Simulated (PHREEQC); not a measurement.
Solution (25 °C): 0.039 mol MgCl2, 0.0098 mol NaHCO3 and 0.0012 mol KCl per kg of water. Closed to the air; pH follows from the charge balance.

All values are PHREEQC results (ion-association model, phreeqc.dat), not measurements.

Precipitation was switched off in this run.

Task: Order these C species by the share of C that they hold, largest first: MgCO3, CO2, CO3-2, MgHCO3+, HCO3-.

Result: HCO3- (81 %), MgHCO3+ (14 %), CO2 (2.6 %), MgCO3 (2.1 %), CO3-2 (0.43 %)

The pH is 7.72 and the ionic strength 0.125 mol/kgw.
